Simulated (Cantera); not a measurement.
Feed: 1 mol TiO2, 1.7 mol CO, 1.8 mol H2, at 1523.15 K and 13.0 Pa.

Cantera equilibrium calculation (NASA polynomials, part measured and part estimated; ideal gas, pure solids and liquids). Candidate condensed phases: C, C6H6, C7H8, C8H18, H2O, Ti, TiC, TiO, TiO2, Ti2O3, Ti3O5, Ti4O7; 113 gas species. Mutual solubility and eutectic melting of coexisting phases are not modelled. Condensed phases not in the tables: Magnéli phases beyond Ti4O7. Kinetics and transport are ignored.

Q: What is the equilibrium state?

A: 
```
Property                                    Result
--------------------------------------  ----------
x(H2)                                        0.504
x(CO)                                        0.482
x(H2O)                                     0.00955
x(CO2)                                     0.00340
x(H)                                       0.00144
n(TiO2(rutile))                          0.819 mol
n(Ti4O7(s))                             0.0454 mol
gas amount                               3.503 mol
log10 activity of Ti3O5(s) (absent)          -0.14
log10 activity of Ti2O3(s) (absent)          -0.65
log10 activity of C(graphite) (absent)       -5.32
```
